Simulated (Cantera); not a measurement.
MgO + C + H2 + CO (carbothermic reduction)

Charge: 1 mol MgO, 1.5 mol C, 0.25 mol H2, 0.67 mol CO, equilibrated at 8.25 Torr.

Method: chemical equilibrium by Gibbs-energy minimisation in Cantera with the NASA 1993 tables (ideal gas, pure condensed phases). Candidate condensed phases: C, C6H6, C7H8, C8H18, H2O, Mg, MgCO3, MgO, Mg(OH)2; 116 gas species. The tables' values for MgH are old estimates; treat these amounts as uncertain. Rates play no part.

```
T (K)   x CO     x Mg    x H2       x H  x C2H2 (acetylene)  n C(graphite)  n MgO(s)
-----  -----  -------  ------  --------  ------------------  -------------  --------
1500   0.725  0.00666   0.268   8.69e-5             2.42e-6           1.49     0.994
1600   0.653    0.164   0.183  0.000221             5.02e-6           1.28     0.776
1700   0.572    0.342  0.0853  0.000410             6.26e-6          0.500         0
1800   0.572    0.342  0.0850  0.000995             1.49e-5          0.500         0
1900   0.571    0.342  0.0843   0.00220             3.22e-5          0.500         0
2000   0.571    0.342  0.0831   0.00447             6.38e-5          0.500         0
2100   0.570    0.341  0.0808   0.00845            0.000117          0.499         0
2200   0.568    0.340  0.0772    0.0149            0.000198          0.499         0
2300   0.565    0.338  0.0718    0.0247            0.000310          0.498         0
2400   0.561    0.336  0.0642    0.0384            0.000448          0.497         0
2500   0.556    0.333  0.0545    0.0560            0.000590          0.496         0
2600   0.550    0.329  0.0434    0.0762            0.000704          0.493         0
```
x: gas mole fraction; n: condensed amount in mol.

From 1500 K to 1600 K the condensed part is C(graphite) + MgO(s). From 1700 K to 2600 K the condensed part is C(graphite). The main Mg-bearing gas is Mg throughout.
